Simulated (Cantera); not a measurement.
Mixture: CH₄ : O₂ : N₂ = 1 : 1.43 : 5.37 (molar parts), at 100000 Pa, adiabatic and at constant pressure. Ignition delay is the time to a rise of 400 K.

Cantera simulation using GRI-Mech 3.0 (53 species, 325 reactions); the numbers are that mechanism's predictions, not measurements.

What does this change do: N2 5.37 to 4 parts?


```tsv
quantity	before	after
delay at 1200 K	55.1 ms	42.8 ms
delay at 1350 K	7.47 ms	5.82 ms
delay at 1500 K	1.35 ms	1.07 ms
delay at 1650 K	0.337 ms	0.275 ms
delay at 1800 K	0.115 ms	95.4 µs
apparent activation energy between 1725 and 1875 K	170 kJ/mol	170 kJ/mol
```
